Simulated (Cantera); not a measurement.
A Cantera script and what it prints.

```python
import numpy as np
import cantera as ct

gas_names = """
    CL CL2 H HCL H2 N NH NH2 NH3 N2 N2H2 N2H4 Si SiCL SiCL2 SiCL3 SiCL4 SiH SiHCL3 SiH2 SiH2CL2 SiH3
    SiH3CL SiH4 SiN Si2 Si2N Si3
""".split()
cond_names = """
    NH4CL(a) NH4CL(b) Si(cr) Si(L) Si3N4(a)
""".split()


# ... load() reads the species with a 1 bar reference pressure and builds the phases ...
atoms = {
    'SiHCl3': {'Si': 1, 'H': 1, 'CL': 3},
    'N2': {'N': 2},
    'H2': {'H': 2},
}
top_T = {'Si3N4(a)': 2400}  # K; cautious upper limits of use, not melting points


# ... equilibrate(T, P, feed) seeds the gas with the atoms and calls Mixture.equilibrate('TP', solver="vcs", rtol=1e-11, max_steps=5000) ...
results = []
feed = {'SiHCl3': 1, 'N2': 20, 'H2': 1.4}  # mol
P = 560  # Pa
for T in [800, 875, 950, 1025, 1100, 1175, 1250, 1325]:
    mix = equilibrate(T, P, feed)
    results.append((T, P, feed, dict(zip(mix.species_names, mix.species_moles))))
    x = sorted(zip(gas.X, gas.species_names), reverse=True)
    print(f"T = {T:g} K  P = {P:g} Pa  gas = {mix.phase_moles(0):.4g} mol")
    print("   x: " + "  ".join(f"{s} {v:.3e}" for v, s in x if v > 1e-05))
    print("   condensed (mol): " + ("  ".join(f"{mix.phase(i).name} {mix.phase_moles(i):.4g}"
          for i in range(1, mix.n_phases) if mix.phase_moles(i) > 1e-12) or "none"))
```

Output:

```
T = 800 K  P = 560 Pa  gas = 22.66 mol
   x: N2 8.596e-01  HCL 9.403e-02  H2 3.683e-02  SiCL4 9.587e-03
   condensed (mol): Si3N4(a) 0.2609
T = 875 K  P = 560 Pa  gas = 22.67 mol
   x: N2 8.584e-01  HCL 9.863e-02  H2 3.449e-02  SiCL4 8.421e-03
   condensed (mol): Si3N4(a) 0.2696
T = 950 K  P = 560 Pa  gas = 22.68 mol
   x: N2 8.576e-01  HCL 1.023e-01  H2 3.265e-02  SiCL4 7.497e-03  SiHCL3 1.098e-05
   condensed (mol): Si3N4(a) 0.2765
T = 1025 K  P = 560 Pa  gas = 22.68 mol
   x: N2 8.569e-01  HCL 1.051e-01  H2 3.119e-02  SiCL4 6.744e-03  SiCL3 3.097e-05  SiHCL3 1.719e-05
   condensed (mol): Si3N4(a) 0.282
T = 1100 K  P = 560 Pa  gas = 22.69 mol
   x: N2 8.563e-01  HCL 1.074e-01  H2 3.003e-02  SiCL4 6.094e-03  SiCL3 1.083e-04  SiCL2 2.680e-05  SiHCL3 2.514e-05
   condensed (mol): Si3N4(a) 0.286
T = 1175 K  P = 560 Pa  gas = 22.7 mol
   x: N2 8.558e-01  HCL 1.090e-01  H2 2.921e-02  SiCL4 5.450e-03  SiCL3 3.164e-04  SiCL2 1.794e-04  SiHCL3 3.445e-05
   condensed (mol): Si3N4(a) 0.2881
T = 1250 K  P = 560 Pa  gas = 22.71 mol
   x: N2 8.554e-01  HCL 1.093e-01  H2 2.896e-02  SiCL4 4.617e-03  SiCL2 9.194e-04  SiCL3 7.701e-04  SiHCL3 4.353e-05
   condensed (mol): Si3N4(a) 0.2853
T = 1325 K  P = 560 Pa  gas = 22.77 mol
   x: N2 8.547e-01  HCL 1.069e-01  H2 2.999e-02  SiCL2 3.549e-03  SiCL4 3.309e-03  SiCL3 1.470e-03  SiHCL3 4.755e-05  CL 1.130e-05
   condensed (mol): Si3N4(a) 0.2698
```

Method: chemical equilibrium by Gibbs-energy minimisation in Cantera with the NASA 1993 tables (ideal gas, pure condensed phases). N2 is the only nitrogen source here; it is nearly inert below about 1500 K, so the nitride shown seldom forms there in practice. The tables' values for SiCl3 are old estimates; treat these amounts as uncertain.
